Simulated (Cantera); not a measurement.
An isothermal plug-flow reactor at 848 K and 0.310 bar (inlet), inlet velocity 0.71 m/s, active area per volume 2300 1/m; feed 0.499 % CH4, 9.97 % O2, 89.5 % N2, equivalence ratio 0.10.

Detailed kinetics in Cantera: Deutschmann's 1995 Pt surface mechanism with GRI-Mech 3.0 gas chemistry. Catalytic surfaces can have several steady states; this one follows from the mechanism file's or the stated starting coverage. Mass transfer to the wall is taken as infinitely fast.

One state of this run: x CH4 = 0.00459; x O2 = 0.0989; x H2O = 0.000801; x CO2 = 0.000399; x CO = 1.06e-6; θ free Pt = 0.0967; θ O* = 0.903. x: gas mole fraction; θ: surface coverage.

Which value of z (m) does it belong to?
A) 0.012
B) 0.0067
C) 0.00067
D) 0.0021

D, 0.0021
